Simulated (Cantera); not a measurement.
Thermodynamics of silicon carbide growth, feed SiCl4 + C2H4 + H2

Charge: 1 mol SiCl4, 0.062 mol C2H4, 6.2 mol H2, held at 0.100 bar.

Method: chemical equilibrium by Gibbs-energy minimisation in Cantera with the NASA 1993 tables (ideal gas, pure condensed phases). Candidate condensed phases: C, C6H6, C7H8, C8H18, Si, SiC; 109 gas species. The tables' values for SiCl3, SiCl are old estimates; treat these amounts as uncertain. Gases not in the tables: Si2H6 and higher silanes. Rates play no part.

```json
[
 {"T (°C)": "727", "log p H2": "-1.09", "log p HCl": "-2.13", "log p SiCl4": "-1.96", "log p SiCl2": "-5.23", "log p SiCl3": "-4.29", "log p SiHCl3": "-3.08", "log p H": "-9.19", "n SiC(s)": "0.120"},
 {"T (°C)": "827", "log p H2": "-1.10", "log p HCl": "-2.07", "log p SiCl4": "-2.00", "log p SiCl2": "-3.99", "log p SiCl3": "-3.57", "log p SiHCl3": "-2.86", "log p H": "-8.14", "n SiC(s)": "0.124"},
 {"T (°C)": "927", "log p H2": "-1.11", "log p HCl": "-1.97", "log p SiCl4": "-2.08", "log p SiCl2": "-3.10", "log p SiCl3": "-3.06", "log p SiHCl3": "-2.79", "log p H": "-7.26", "n SiC(s)": "0.124"},
 {"T (°C)": "1027", "log p H2": "-1.13", "log p HCl": "-1.83", "log p SiCl4": "-2.24", "log p SiCl2": "-2.57", "log p SiCl3": "-2.79", "log p SiHCl3": "-2.88", "log p H": "-6.52", "n SiC(s)": "0.124"},
 {"T (°C)": "1127", "log p H2": "-1.16", "log p HCl": "-1.71", "log p SiCl4": "-2.52", "log p SiCl2": "-2.28", "log p SiCl3": "-2.71", "log p SiHCl3": "-3.12", "log p H": "-5.89", "n SiC(s)": "0.124"},
 {"T (°C)": "1227", "log p H2": "-1.18", "log p HCl": "-1.63", "log p SiCl4": "-2.92", "log p SiCl2": "-2.12", "log p SiCl3": "-2.77", "log p SiHCl3": "-3.45", "log p H": "-5.34", "n SiC(s)": "0.124"},
 {"T (°C)": "1327", "log p H2": "-1.19", "log p HCl": "-1.60", "log p SiCl4": "-3.40", "log p SiCl2": "-2.05", "log p SiCl3": "-2.92", "log p SiHCl3": "-3.83", "log p H": "-4.86", "n SiC(s)": "0.124"},
 {"T (°C)": "1427", "log p H2": "-1.20", "log p HCl": "-1.58", "log p SiCl4": "-3.88", "log p SiCl2": "-2.02", "log p SiCl3": "-3.10", "log p SiHCl3": "-4.21", "log p H": "-4.43", "n SiC(s)": "0.124"},
 {"T (°C)": "1527", "log p H2": "-1.20", "log p HCl": "-1.58", "log p SiCl4": "-4.34", "log p SiCl2": "-2.00", "log p SiCl3": "-3.28", "log p SiHCl3": "-4.57", "log p H": "-4.05", "n SiC(s)": "0.124"},
 {"T (°C)": "1627", "log p H2": "-1.20", "log p HCl": "-1.58", "log p SiCl4": "-4.77", "log p SiCl2": "-2.00", "log p SiCl3": "-3.45", "log p SiHCl3": "-4.89", "log p H": "-3.70", "n SiC(s)": "0.124"},
 {"T (°C)": "1727", "log p H2": "-1.21", "log p HCl": "-1.57", "log p SiCl4": "-5.15", "log p SiCl2": "-1.99", "log p SiCl3": "-3.60", "log p SiHCl3": "-5.19", "log p H": "-3.39", "n SiC(s)": "0.124"},
 {"T (°C)": "1827", "log p H2": "-1.21", "log p HCl": "-1.57", "log p SiCl4": "-5.51", "log p SiCl2": "-2.00", "log p SiCl3": "-3.75", "log p SiHCl3": "-5.47", "log p H": "-3.11", "n SiC(s)": "0.123"},
 {"T (°C)": "1927", "log p H2": "-1.21", "log p HCl": "-1.57", "log p SiCl4": "-5.83", "log p SiCl2": "-2.01", "log p SiCl3": "-3.89", "log p SiHCl3": "-5.72", "log p H": "-2.86", "n SiC(s)": "0.121"}
]
```
log p: log10 of the partial pressure in bar; n: condensed amount in mol.

From 727 °C to 1927 °C the condensed part is SiC(s). The main Si-bearing gas is SiCl4 at 727 °C and SiCl2 at 1927 °C.
